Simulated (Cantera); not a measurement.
# Pyrogenic steam for wet oxidation

An isothermal, constant-pressure homogeneous reactor starts with H₂ : O₂ : N₂ = 0.59 : 1 : 1.1 (molar parts), at 1075 K and 0.132 atm.

Model: the H2/O2 subset of GRI-Mech 3.0, which has no nitrogen chemistry, integrated in Cantera. The temperature is held fixed by assumption; the heat of reaction is taken as removed at once.

```csv
t (s),x H₂,x O₂,x OH,x HO₂,x H₂O₂,x H₂O
0.000100,0.219,0.372,1.58e-8,1.41e-8,2.24e-11,1.58e-7
0.000246,0.219,0.372,3.07e-5,1.25e-5,2.00e-8,0.000316
0.000606,0.0115,0.292,0.00414,6.28e-5,5.42e-6,0.220
0.00149,0.00122,0.294,0.000635,3.10e-5,3.49e-6,0.244
0.00367,0.000240,0.294,0.000223,9.90e-6,1.60e-6,0.246
0.00904,4.49e-5,0.294,0.000104,2.54e-6,6.45e-7,0.246
0.0223,6.65e-6,0.294,5.14e-5,5.72e-7,2.43e-7,0.246
0.0548,8.44e-7,0.294,2.68e-5,1.41e-7,8.83e-8,0.246
0.135,1.41e-7,0.294,1.50e-5,4.33e-8,3.32e-8,0.246
0.332,3.95e-8,0.294,8.87e-6,1.57e-8,1.31e-8,0.246
0.817,1.37e-8,0.294,5.44e-6,6.52e-9,5.32e-9,0.246
2.01,5.21e-9,0.294,3.41e-6,3.49e-9,2.20e-9,0.246
4.95,2.16e-9,0.294,2.19e-6,2.83e-9,9.41e-10,0.246
12.2,1.13e-9,0.294,1.52e-6,3.13e-9,4.70e-10,0.246
30.0,8.93e-10,0.294,1.29e-6,3.44e-9,3.45e-10,0.246
```
x: mole fraction; the columns are a selection and need not sum to one.

Equilibrium at this temperature and pressure: H₂ 8.77e-10, O₂ 0.294, OH 1.27e-6, HO₂ 3.47e-9, H₂O₂ 3.36e-10, H₂O 0.246 (gas phase only).
